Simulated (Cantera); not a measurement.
Cantera run:

```python
import numpy as np
import cantera as ct

gas_names = """
    H2 HF
""".split()
cond_names = """
    MgF2(s) MgF2(L) Mg(cr) Mg(L)
""".split()


# ... load() reads the species with a 1 bar reference pressure and builds the phases ...
species = {s.name: s for s in load("nasa_gas.yaml", gas_names) + load("nasa_condensed.yaml", cond_names)}
# Each term lists the table entries of one substance; the one whose range holds T is used.
reactions = {
    'MgF2 + H2(g) = Mg + 2 HF(g)':
        [(-1, ['MgF2(s)', 'MgF2(L)']), (-1, ['H2']), (1, ['Mg(cr)', 'Mg(L)']), (2, ['HF'])],
}


def pick(names, T):
    return next(species[n] for n in names if species[n].thermo.min_temp <= T <= species[n].thermo.max_temp)


results = []
for label, terms in reactions.items():
    print(label)
    print("     T/K   dH/kJ  dS/(J/K)   dG/kJ   log10 K")
    for T in [300, 623, 673, 723, 773, 823, 873, 923, 973, 1023, 1073]:
        used = [(nu, pick(names, T)) for nu, names in terms]
        dH = sum(nu * s.thermo.h(T) for nu, s in used) / 1e6
        dS = sum(nu * s.thermo.s(T) for nu, s in used) / 1e3
        dG = dH - T * dS / 1e3
        logK = -dG * 1e6 / (ct.gas_constant * T * np.log(10))
        results.append((label, T, dH, dS, dG, logK, [s.name for _, s in used]))
        print(f"{T:8g} {dH:8.1f} {dS:8.1f} {dG:8.1f} {logK:8.2f}")
```

Output:

```
MgF2 + H2(g) = Mg + 2 HF(g)
     T/K   dH/kJ  dS/(J/K)   dG/kJ   log10 K
     300    579.2    192.1    521.5   -90.80
     623    574.5    182.0    461.1   -38.66
     673    573.5    180.6    452.0   -35.08
     723    572.6    179.2    443.0   -32.01
     773    571.7    178.0    434.1   -29.33
     823    570.8    176.8    425.2   -26.99
     873    569.9    175.8    416.4   -24.91
     923    569.0    174.8    407.6   -23.07
     973    576.6    183.0    398.5   -21.39
    1023    575.8    182.2    389.3   -19.88
    1073    574.9    181.4    380.3   -18.51
```

Source: NASA polynomial tables (part measured, part estimated), evaluated in Cantera. Condensed species are held in their standard states even where they would react or evaporate.
